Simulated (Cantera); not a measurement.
# Si3H8 + Cl2 + H2 (silicon epitaxy and polysilicon growth)

Input: 1 mol Si3H8, 0.15 mol Cl2, 12 mol H2, held at 0.100 bar.

Equilibrium computed with Cantera from the NASA thermochemical tables; the gas is ideal and each condensed phase is pure. Candidate condensed phases: Si; 19 gas species. The feed counts by its element totals alone. The tables' values for SiCl3 are old estimates; treat these amounts as uncertain. The numbers say what is thermodynamically allowed, not how fast it happens.

From 727 °C to 1252 °C the condensed part is Si(s). The main Si-bearing gas is SiCl4 at 727 °C and SiCl2 at 1252 °C.

```csv
T (°C),log p H2,log p HCl,log p SiCl4,log p SiHCl3,n Si(s)
727,-1.00,-3.12,-3.81,-3.85,2.95
802,-1.01,-2.94,-4.08,-4.06,2.96
877,-1.01,-2.83,-4.55,-4.42,2.98
952,-1.01,-2.79,-5.16,-4.89,2.98
1027,-1.01,-2.78,-5.80,-5.38,2.99
1102,-1.01,-2.78,-6.41,-5.83,2.99
1177,-1.01,-2.78,-6.96,-6.25,2.99
1252,-1.01,-2.78,-7.45,-6.63,2.98
```
log p: log10 of the partial pressure in bar; n: condensed amount in mol.
